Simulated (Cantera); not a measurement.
Charge: 1 mol SiCl₄, 1.7 mol HCl, 13 mol H₂, held at 1373.15 K and 100000 Pa.

These are equilibrium values from Cantera (NASA tables, ideal gas, pure condensed phases), not measurements of a reactor. Candidate condensed phases: Si; 19 gas species. The tables' values for SiCl₃ are old estimates; treat these amounts as uncertain. Equilibrium is a limit: real reactors are often held back by kinetics, nucleation or transport.

Question: What is the equilibrium state?

Answer: 
```json
{
  "x(H₂)": "0.793",
  "x(HCl)": "0.144",
  "x(SiCl₄)": "0.0347",
  "x(SiHCl₃)": "0.0121",
  "x(SiCl₂)": "0.00778",
  "x(SiCl₃)": "0.00765",
  "x(SiH₂Cl₂)": "0.000628",
  "x(SiH₃Cl)": "9.29e-6",
  "x(H)": "2.97e-6",
  "gas_amount": "15.88 mol",
  "log10 activity of Si(s) (absent)": "-0.98"
}
```
